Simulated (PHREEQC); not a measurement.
NaOH is added in steps, without added water, to 1 kg of water holding 0.082 mol H2SO4, 4.2e-05 mol Al2(SO4)3 and 0.00013 mol MgSO4, at 10 °C. O2 is buffered at 0.21 atm. No CO2 enters from the air. Only these solids could form: Brucite, Al(OH)3(a), Basaluminite, Mirabilite, Epsomite.

Base run: PHREEQC, ion-association model, wateq4f.dat. Each further column changes one thing. The table gives pH.

```
NaOH added (mol)   base  metal-ligand complexes left out  all activity coefficients set to 1  Debye-Hückel limiting law
----------------  -----  -------------------------------  ----------------------------------  -------------------------
0                  1.07                             1.07                                1.03                          ?
0.03375            1.21                             1.21                                1.19                       1.25
0.05625            1.32                             1.32                                1.32                          ?
0.09               1.52                             1.54                                   ?                       1.53
0.1237             1.84                             1.87                                1.95                       1.82
0.1462             2.23                             2.27                                2.37                       2.19
0.18              12.57                            12.56                               12.72                      12.47
```

Task: Some entries are withheld; supply them.

Result: 
- 0, Debye-Hückel limiting law: 1.13
- 0.05625, Debye-Hückel limiting law: 1.35
- 0.09, all activity coefficients set to 1: 1.58

At this temperature some constants are extrapolated from 25 °C, and those without enthalpy data are left unchanged.
